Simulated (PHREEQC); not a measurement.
Solution (79 °C): 0.052 mol/kgw CuSO4, 0.021 mol/kgw HCl and 0.00047 mol/kgw KCl. Closed to the air; pH follows from the charge balance.

Model: ion-association model, wateq4f.dat, run in PHREEQC.

Each row changes one thing in this solution. Precipitation was switched off in this run.

```json
[
 {"case": "as made", "pH": "2.33", "ionic strength (mol/kgw)": "0.121", "SO4-2 (mol/kgw)": "0.0196", "Cl- (mol/kgw)": "0.0170", "HSO4- (mol/kgw)": "0.0151", "K+ (mol/kgw)": "0.000431"},
 {"case": "temperature from 79 to 75 °C", "pH": "2.29", "ionic strength (mol/kgw)": "0.122", "SO4-2 (mol/kgw)": "0.0198", "Cl- (mol/kgw)": "0.0174", "HSO4- (mol/kgw)": "0.0147", "K+ (mol/kgw)": "0.000432"},
 {"case": "diluted 2-fold with water", "pH": "2.50", "ionic strength (mol/kgw)": "0.0658", "SO4-2 (mol/kgw)": "0.0112", "Cl- (mol/kgw)": "0.00917", "HSO4- (mol/kgw)": "0.00672", "K+ (mol/kgw)": "0.000220"},
 {"case": "0.013 mol/kgw Na2SO4 added", "pH": "2.42", "ionic strength (mol/kgw)": "0.146", "SO4-2 (mol/kgw)": "0.0276", "Cl- (mol/kgw)": "0.0174", "HSO4- (mol/kgw)": "0.0162", "K+ (mol/kgw)": "0.000420"},
 {"case": "CuSO4 replaced by (NH4)2SO4 at the same molality", "pH": "2.42", "ionic strength (mol/kgw)": "0.126", "SO4-2 (mol/kgw)": "0.0260", "Cl- (mol/kgw)": "0.0215", "HSO4- (mol/kgw)": "0.0162", "K+ (mol/kgw)": "0.000420"}
]
```

Constants without temperature data keep their 25 °C values here.
